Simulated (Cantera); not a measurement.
Feed: 1 mol SiH₄, 37 mol N₂O, 0.71 mol O₂, at 10.0 mbar.

Cantera equilibrium calculation (NASA polynomials, part measured and part estimated; ideal gas, pure solids and liquids). Candidate condensed phases: H₂O, Si, SiO₂, Si₂N₂O, Si₃N₄; 35 gas species. The tables hold silica as quartz up to 1696 K and as liquid above; real silica turns to tridymite and cristobalite and melts near 1996 K. Rates play no part.

log p: log10 of the partial pressure in bar; n: condensed amount in mol.

| T (K) | log p N₂ | log p O₂ | log p H₂O | log p NO | log p OH | n SiO₂(α-quartz) | n SiO₂(β-quartz) | n SiO₂(condensed) |
|---|---|---|---|---|---|---|---|---|
| 750 | -2.18 | -2.51 | -3.45 | -8.05 | (withheld) | 1.00 | 0 | 0 |
| 900 | -2.18 | -2.51 | -3.45 | -6.99 | (withheld) | 0 | 1.00 | 0 |
| 1050 | -2.18 | -2.51 | -3.45 | -6.23 | (withheld) | 0 | 1.00 | 0 |
| 1200 | -2.18 | -2.51 | -3.45 | -5.67 | (withheld) | 0 | 1.00 | 0 |
| 1350 | -2.18 | -2.51 | -3.45 | -5.22 | (withheld) | 0 | 1.00 | 0 |
| 1500 | -2.18 | -2.52 | -3.45 | -4.87 | (withheld) | 0 | 1.00 | 0 |
| 1650 | -2.18 | -2.52 | -3.45 | -4.58 | (withheld) | 0 | 1.000 | 0 |
| 1800 | -2.18 | -2.52 | -3.46 | -4.34 | (withheld) | 0 | 0 | 1.000 |

**Question.** Complete the blanks.

**Answer.** 
- 750, log p OH: -11.45
- 900, log p OH: -9.57
- 1050, log p OH: -8.22
- 1200, log p OH: -7.21
- 1350, log p OH: -6.42
- 1500, log p OH: -5.79
- 1650, log p OH: -5.28
- 1800, log p OH: -4.85
